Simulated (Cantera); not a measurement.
Cantera run:

```python
import numpy as np
import cantera as ct

gas_names = [...]  # 130 gases of nasa_gas.yaml made of C, H, Mg, O, S
cond_names = """
    C(gr) C6H6(L) C7H8(L) C8H18(L),n-octa H2O(s) H2O(L) H2SO4(L) Mg(cr) Mg(L) MgCO3(s) MgO(s) MgO(L)
    MgO2H2(s) MgS(s) MgSO4(s) MgSO4(L) S(cr1) S(cr2) S(L)
""".split()


# ... load() reads the species with a 1 bar reference pressure and builds the phases ...
atoms = {
    'MgSO4': {'Mg': 1, 'S': 1, 'O': 4},
    'C': {'C': 1},
    'H2': {'H': 2},
}
top_T = {'C(gr)': 4500, 'MgS(s)': 2250}  # K; cautious upper limits of use, not melting points


# ... equilibrate(T, P, feed) seeds the gas with the atoms and calls Mixture.equilibrate('TP', solver="vcs", rtol=1e-11, max_steps=5000) ...
results = []
feed = {'MgSO4': 1, 'C': 0.47, 'H2': 2.5}  # mol
P = 82  # Pa
for T in [573, 773, 973, 1173, 1373, 1573, 1773, 1973, 2173]:
    mix = equilibrate(T, P, feed)
    results.append((T, P, feed, dict(zip(mix.species_names, mix.species_moles))))

top = {s: max(r[3][s] / sum(r[3][g] for g in gas_names) for r in results) for s in gas_names}
cols = sorted((s for s in top if top[s] > 1e-06), key=lambda s: -top[s])[:7]
seen = [c for c in cond_names if any(r[3].get(c, 0) > 1e-12 for r in results)]
print("log10 of partial pressures in bar; condensed amounts in mol")
print(f"{'T/K':>10s}" + "".join(f"{s[:9]:>10s}" for s in cols + seen))
for T, P, feed, n in results:
    ng = sum(n[g] for g in gas_names)
    print(f"{T:10.4g}" + "".join(f"{np.log10(max(n[s] / ng * P / 1e5, 1e-99)):10.3f}" for s in cols)
          + "".join(f"{n.get(c, 0):10.4g}" for c in seen))
```

Result:

```
log10 of partial pressures in bar; condensed amounts in mol
       T/K       H2O        H2       H2S       CO2       SO2        Mg        S2    MgO(s)
       573    -3.306    -7.134    -3.818    -3.915    -4.719   -40.747    -4.538         1
       773    -3.296    -5.318    -3.918    -3.927    -5.131   -27.147    -4.208         1
       973    -3.302    -4.362    -4.140    -3.961    -5.159   -19.294    -4.082         1
      1173    -3.330    -4.008    -4.582    -4.057    -4.663   -14.407    -4.027         1
      1373    -3.384    -3.821    -5.012    -4.210    -4.284   -10.999    -4.086         1
      1573    -3.457    -3.692    -5.386    -4.408    -4.082    -8.451    -4.215         1
      1773    -3.539    -3.610    -5.750    -4.612    -3.993    -6.485    -4.429    0.9984
      1973    -3.616    -3.592    -6.215    -4.776    -3.973    -4.963    -4.854     0.946
      2173    -3.643    -3.795    -7.324    -4.765    -3.958    -3.985    -6.224    0.3822
```

Cantera equilibrium calculation (NASA polynomials, part measured and part estimated; ideal gas, pure solids and liquids). The tables' values for MgH are old estimates; treat these amounts as uncertain. Gases not in the tables: S3 to S7.
